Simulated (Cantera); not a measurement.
A closed system holds: 1 mol FeS2, 2.4 mol H2, a varied amount of N2, held at 1825 °C and 170000 Pa.

These are equilibrium values from Cantera (NASA tables, ideal gas, pure condensed phases), not measurements of a reactor. Candidate condensed phases: Fe, FeS, FeS2, S; 16 gas species. FeS: taken at fixed stoichiometry. Equilibrium is a limit: real reactors are often held back by kinetics, nucleation or transport.

Question: At 0.84 mol N2, list the 7 most abundant gas species with their mole fractions, and the condensed phases.

Answer: H2 0.565, N2 0.235, H2S 0.0964, S2 0.0817, SH 0.0189, H 0.00177, S 0.00129. Condensed: FeS(l).
